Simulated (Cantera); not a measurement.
A closed system holds: 1 mol HI, 0.048 mol H2, 0.1 mol O2, held at 3348.15 K and 750 Torr.

These are equilibrium values from Cantera (NASA tables, ideal gas, pure condensed phases), not measurements of a reactor. Candidate condensed phases: H2O, I2; 12 gas species. Kinetics and transport are ignored.

Base state: I 0.561, H 0.160, H2 0.151, H2O 0.0634, OH 0.0284, O 0.0178, HI 0.0160, O2 0.00291 (mole fractions); condensed: gas only.

Task: What changes in the equilibrium state with this change: temperature from 3348.15 K to 1873 K?

Result: 
| species | before | after |
|---|---|---|
| I | 0.561 | 0.509 |
| HI | 0.0160 | 0.174 |
| H2 | 0.151 | 0.160 |
| H | 0.160 | 0.000259 |
| H2O | 0.0634 | 0.142 |
| O | 0.0178 | 2.17e-8 |
| OH | 0.0284 | 1.78e-5 |
| I2 | 0.000199 | 0.0142 |
| O2 | 0.00291 | 8.43e-9 |
